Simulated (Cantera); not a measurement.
# Premixed flame

A freely propagating, adiabatic, planar premixed flame of CH4 : C2H6 : C3H8 : O2 : N2 : H2O = 1 : 0.19 : 0.48 : 5.28 : 17.4 : 1.9 (molar parts), unburnt at 675 K and 1000000 Pa; mixture-averaged transport, grid criteria slope 0.08 and curve 0.16, no radiation.

Cantera simulation using GRI-Mech 3.0 (53 species, 325 reactions); the numbers are that mechanism's predictions, not measurements. GRI-Mech 3.0 was tuned for natural gas; its chemistry of propane as a main component is partial and can be far from experiment. Burning velocities carry a grid error of a few per cent, more on coarse grids.

| z (mm) | T (K) | u (m/s) | x CH4 | x C2H6 | x C3H8 | x N2O | x NO2 | x NO |
|---|---|---|---|---|---|---|---|---|
| -0.144 | 675 | 0.898 | 0.0380 | 0.00723 | 0.0183 | <1e-8 | <1e-8 | <1e-8 |
| -0.0960 | 679 | 0.904 | 0.0379 | 0.00722 | 0.0182 | <1e-8 | 1.04e-8 | <1e-8 |
| -0.0720 | 690 | 0.922 | 0.0374 | 0.00718 | 0.0182 | <1e-8 | 4.93e-8 | 3.22e-8 |
| -0.0480 | 757 | 1.02 | 0.0354 | 0.00696 | 0.0178 | <1e-8 | 3.05e-7 | 2.30e-7 |
| -0.0240 | 1128 | 1.55 | 0.0259 | 0.00508 | 0.0127 | 7.40e-8 | 9.77e-7 | 2.68e-6 |
| -0.0120 | 1531 | 2.14 | 0.0155 | 0.00229 | 0.00411 | 1.91e-7 | 4.73e-7 | 7.37e-6 |
| 0 | 1933 | 2.72 | 0.00415 | 0.000130 | 6.66e-5 | 3.90e-7 | 6.94e-8 | 1.53e-5 |
| 0.0120 | 2133 | 2.99 | 0.000320 | 3.76e-7 | 1.60e-8 | 6.19e-7 | 4.12e-8 | 2.64e-5 |
| 0.0240 | 2223 | 3.10 | 1.30e-5 | <1e-8 | <1e-8 | 7.77e-7 | 5.18e-8 | 3.55e-5 |
| 0.0480 | 2320 | 3.21 | 4.17e-8 | <1e-8 | <1e-8 | 8.49e-7 | 6.12e-8 | 4.76e-5 |
| 0.0960 | 2403 | 3.31 | <1e-8 | <1e-8 | <1e-8 | 8.13e-7 | 6.68e-8 | 6.51e-5 |
| 0.192 | 2452 | 3.36 | <1e-8 | <1e-8 | <1e-8 | 7.40e-7 | 7.45e-8 | 9.26e-5 |
| 0.384 | 2471 | 3.39 | <1e-8 | <1e-8 | <1e-8 | 6.99e-7 | 9.97e-8 | 0.000140 |
x: mole fraction of selected species; z is measured from the peak of heat release.

```yaml
laminar_burning_velocity: 89.7 cm/s
thermal_thickness: 0.0480 mm
grid_points: 143
```
